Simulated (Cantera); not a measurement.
A closed system holds: 1 mol SiC, 0.033 mol H2O, 2.6 mol N2, 0.012 mol O2, held at 1900 K and 0.133 bar.

Equilibrium computed with Cantera from the NASA thermochemical tables; the gas is ideal and each condensed phase is pure. Candidate condensed phases: C, C6H6, C7H8, C8H18, H2O, Si, SiC, SiO2, Si2N2O, Si3N4; 151 gas species. Mutual solubility and eutectic melting of coexisting phases are not modelled. Rates play no part.

Base state: N2 0.967, H2 0.0121, CO 0.0112, SiO 0.00896, H 0.000239, HCN 0.000101, Si 3.69e-5 (mole fractions); condensed: SiC(s) + Si2N2O(s).

Task: What changes in the equilibrium state with this change: temperature from 1900 K to 1875 K?

Result: 
| species | before | after |
|---|---|---|
| N2 | 0.967 | 0.969 |
| CO | 0.0112 | 0.0122 |
| H2 | 0.0121 | 0.0122 |
| SiO | 0.00896 | 0.00595 |
| Si | 3.69e-5 | 1.92e-5 |
| H | 0.000239 | 0.000198 |
| HCN | 0.000101 | 0.000112 |
| SiC(s), mol | 0.970 | 0.967 |
| Si2N2O(s), mol | 0.00302 | 0.00847 |
